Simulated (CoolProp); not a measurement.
A simple Rankine cycle with R227EA: condensing at 316.15 K, boiler at 2.1 MPa, turbine inlet 373.8 K, turbine efficiency 0.85, pump efficiency 0.6, no recuperator. Each further row changes one setting.

The numbers come from the reference Helmholtz-energy equation of state, Lemmon 2016 in CoolProp.

```json
[
 {"case": "as stated", "thermal efficiency (%)": "7.3", "net work (kJ/kg)": "10.1", "heat in (kJ/kg)": "138", "turbine exit temperature (K)": "344.7", "volume ratio over the turbine": "3.24"},
 {"case": "turbine inlet 393.8 K", "thermal efficiency (%)": "7.2", "net work (kJ/kg)": "11.6", "heat in (kJ/kg)": "161", "turbine exit temperature (K)": "367.4", "volume ratio over the turbine": "3.04"},
 {"case": "condensing temperature 308.15 K", "thermal efficiency (%)": "8.6", "net work (kJ/kg)": "12.7", "heat in (kJ/kg)": "148", "turbine exit temperature (K)": "339.7", "volume ratio over the turbine": "4.09"},
 {"case": "boiler pressure 1.47 MPa", "thermal efficiency (%)": "5.1", "net work (kJ/kg)": "7.50", "heat in (kJ/kg)": "148", "turbine exit temperature (K)": "357.4", "volume ratio over the turbine": "2.04"},
 {"case": "turbine efficiency 0.75", "thermal efficiency (%)": "6.3", "net work (kJ/kg)": "8.68", "heat in (kJ/kg)": "138", "turbine exit temperature (K)": "346.1", "volume ratio over the turbine": "3.26"}
]
```
